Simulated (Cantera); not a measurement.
Feed: 1 mol Si3N4, 8.9 mol O2, 0.92 mol N2, equilibrated at 390 Pa.

Equilibrium computed with Cantera from the NASA thermochemical tables; the gas is ideal and each condensed phase is pure. Candidate condensed phases: Si, SiO2, Si2N2O, Si3N4; 16 gas species. The tables hold silica as quartz up to 1696 K and as liquid above; real silica turns to tridymite and cristobalite and melts near 1996 K. Rates play no part.

x: gas mole fraction; n: condensed amount in mol.

| T (K) | x O2 | x N2 | x NO | x O | x SiO2 | x NO2 | n SiO2(α-quartz) | n SiO2(β-quartz) | n SiO2(condensed) |
|---|---|---|---|---|---|---|---|---|---|
| 725 | 0.669 | 0.331 | 5.60e-7 | <1e-12 | <1e-12 | 4.77e-8 | 3.00 | 0 | 0 |
| 825 | 0.669 | 0.331 | 3.51e-6 | ? | <1e-12 | 9.30e-8 | 3.00 | 0 | 0 |
| 925 | 0.669 | 0.331 | 1.48e-5 | ? | <1e-12 | 1.57e-7 | 0 | 3.00 | 0 |
| 1025 | 0.669 | 0.331 | 4.73e-5 | ? | <1e-12 | 2.40e-7 | 0 | 3.00 | 0 |
| 1125 | 0.669 | 0.331 | 0.000123 | ? | <1e-12 | 3.41e-7 | 0 | 3.00 | 0 |
| 1225 | 0.669 | 0.331 | 0.000273 | ? | <1e-12 | 4.58e-7 | 0 | 3.00 | 0 |
| 1325 | 0.669 | 0.331 | 0.000537 | ? | 1.03e-12 | 5.89e-7 | 0 | 3.00 | 0 |
| 1425 | 0.668 | 0.331 | 0.000961 | ? | 4.50e-11 | 7.32e-7 | 0 | 3.00 | 0 |
| 1525 | 0.668 | 0.330 | 0.00159 | ? | 1.19e-9 | 8.85e-7 | 0 | 3.00 | 0 |
| 1625 | 0.667 | 0.330 | 0.00248 | ? | 2.09e-8 | 1.05e-6 | 0 | 3.00 | 0 |
| 1725 | 0.666 | 0.329 | 0.00367 | ? | 2.59e-7 | 1.21e-6 | 0 | 0 | 3.00 |
| 1825 | 0.665 | 0.328 | 0.00519 | ? | 2.37e-6 | 1.38e-6 | 0 | 0 | 3.00 |

Problem. Some entries are withheld; supply them.

Solution. 
- 825, x O: 3.29e-12
- 925, x O: 1.75e-10
- 1025, x O: 4.32e-9
- 1125, x O: 6.04e-8
- 1225, x O: 5.51e-7
- 1325, x O: 3.61e-6
- 1425, x O: 1.82e-5
- 1525, x O: 7.41e-5
- 1625, x O: 0.000255
- 1725, x O: 0.000759
- 1825, x O: 0.00201
